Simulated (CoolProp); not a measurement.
Vapour-liquid equilibrium of carbon dioxide (1) + sulfur dioxide (2) at 282.8 K; x and y are mole fractions of (1).

The numbers come from the multi-fluid Helmholtz-energy mixture model, Span 1996 and Gao 2016; pair parameters Bell 2016 in CoolProp.

Problem. Give the bubble pressure and the first vapour's composition at x = 0.05, 0.575, 0.875. Is there an azeotrope?

Solution. x = 0.05: 0.4610 MPa, y = 0.512; x = 0.575: 2.637 MPa, y = 0.935; x = 0.875: 3.795 MPa, y = 0.976. No azeotrope shows between x = 0.05 and 0.95.

Pair parameters are fitted to limited data, so mixtures are less certain than the pure fluids. The gap from Raoult's law changes sign with composition, which may be real or a fault of the pair parameters; it wasn't checked against measurements.
